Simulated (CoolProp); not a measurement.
Vapour-liquid equilibrium of methanol (1) + ethanol (2) at 271 K; x and y are mole fractions of (1).

Values from CoolProp's multi-fluid Helmholtz-energy mixture model, de Reuck 1993 and Schroeder 2014; pair parameters Bell 2016.

```json
[
 {"x": "0.05", "bubble pressure (MPa)": "0.001491", "y at the bubble point": "0.124", "dew pressure at overall composition x (MPa)": "0.001420", "liquid density (mol/L)": "17.83"},
 {"x": "0.15", "bubble pressure (MPa)": "0.001710", "y at the bubble point": "0.314", "dew pressure at overall composition x (MPa)": "…", "liquid density (mol/L)": "18.44"},
 {"x": "0.25", "bubble pressure (MPa)": "0.001918", "y at the bubble point": "0.457", "dew pressure at overall composition x (MPa)": "0.001631", "liquid density (mol/L)": "19.08"},
 {"x": "0.35", "bubble pressure (MPa)": "0.002123", "y at the bubble point": "0.573", "dew pressure at overall composition x (MPa)": "0.001759", "liquid density (mol/L)": "…"},
 {"x": "0.45", "bubble pressure (MPa)": "0.002327", "y at the bubble point": "…", "dew pressure at overall composition x (MPa)": "…", "liquid density (mol/L)": "20.48"},
 {"x": "0.55", "bubble pressure (MPa)": "0.002536", "y at the bubble point": "0.752", "dew pressure at overall composition x (MPa)": "0.002079", "liquid density (mol/L)": "…"},
 {"x": "0.65", "bubble pressure (MPa)": "0.002750", "y at the bubble point": "0.823", "dew pressure at overall composition x (MPa)": "0.002283", "liquid density (mol/L)": "22.05"},
 {"x": "0.75", "bubble pressure (MPa)": "0.002970", "y at the bubble point": "0.884", "dew pressure at overall composition x (MPa)": "0.002531", "liquid density (mol/L)": "22.91"},
 {"x": "0.85", "bubble pressure (MPa)": "0.003195", "y at the bubble point": "0.937", "dew pressure at overall composition x (MPa)": "0.002843", "liquid density (mol/L)": "23.83"},
 {"x": "0.95", "bubble pressure (MPa)": "0.003423", "y at the bubble point": "0.981", "dew pressure at overall composition x (MPa)": "0.003260", "liquid density (mol/L)": "24.81"}
]
```

### Question
Some entries are withheld; supply them.

### Answer

- 0.15, dew pressure at overall composition x (MPa): 0.001519
- 0.35, liquid density (mol/L): 19.76
- 0.45, y at the bubble point: 0.669
- 0.45, dew pressure at overall composition x (MPa): 0.001907
- 0.55, liquid density (mol/L): 21.24

No azeotrope shows between x = 0.05 and 0.95.

The pair parameters rest on a limited set of measurements; away from them the model extrapolates. The gap from Raoult's law changes sign with composition, which may be real or a fault of the pair parameters; it wasn't checked against measurements.
